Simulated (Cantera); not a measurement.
A closed system holds: 1 mol B, 0.14 mol H2O, 3.3 mol N2, 30 mol H2, held at 0.0133 bar.

These are equilibrium values from Cantera (NASA tables, ideal gas, pure condensed phases), not measurements of a reactor. Candidate condensed phases: B, BN, B2O3, B3O3H3, H2O; 39 gas species. The numbers say what is thermodynamically allowed, not how fast it happens.

Q: At 1648 K, list the 5 most abundant gas species with their mole fractions, and the condensed phases.

A: H2 0.909, N2 0.0866, HBO 0.00338, H 0.000735, HBO2 0.000235. Condensed: BN(s).
